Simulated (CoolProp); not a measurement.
Aqueous magnesium chloride as a coolant, at 32 °C, 1 atm.

Computed with CoolProp (Melinder's fits for secondary coolants).

| mass % | freezing point (°C) | conductivity (W/(m K)) | viscosity (mPa s) | Prandtl number | density (kg/m³) |
|---|---|---|---|---|---|
| 2.5 | -1.5 | 0.611 | 0.886 | 5.86 | 1016 |
| 5.2 | -3.1 | 0.606 | 0.921 | 5.91 | 1038 |
| 7.8 | -5.5 | 0.602 | 0.979 | 6.10 | 1060 |
| 10.4 | -8.9 | 0.596 | 1.10 | 6.64 | 1082 |
| 13 | -13.1 | 0.589 | 1.26 | 7.42 | 1105 |
| 15.6 | -18.0 | 0.581 | 1.42 | 8.18 | 1129 |
| 18.2 | -23.8 | 0.573 | 1.60 | 9.01 | 1153 |
| 20.9 | -31.5 | 0.565 | 2.04 | 11.2 | 1179 |
| 23.5 | -41.9 | 0.556 | 3.82 | 20.4 | 1205 |
| 26.1 | -57.7 | 0.546 | 17.1 | 88.2 | 1235 |
| 28.7 | -82.6 | 0.531 | 384 | 1890 | 1270 |
